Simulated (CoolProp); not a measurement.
Vapour-liquid equilibrium of cyclohexane (1) + p-xylene (2) at 412.9 K; x and y are mole fractions of (1).

The numbers come from the multi-fluid Helmholtz-energy mixture model, Zhou 2014 and Zhou 2012; pair parameters Bell 2016 in CoolProp.

**Question.** Give the bubble pressure and the first vapour's composition at x = 0.2, 0.65, 0.8. Is there an azeotrope?

**Answer.** x = 0.2: 187.9 kPa, y = 0.531; x = 0.65: 338.9 kPa, y = 0.865; x = 0.8: 384.9 kPa, y = 0.926. No azeotrope shows between x = 0.05 and 0.95.

The pair parameters rest on a limited set of measurements; away from them the model extrapolates.
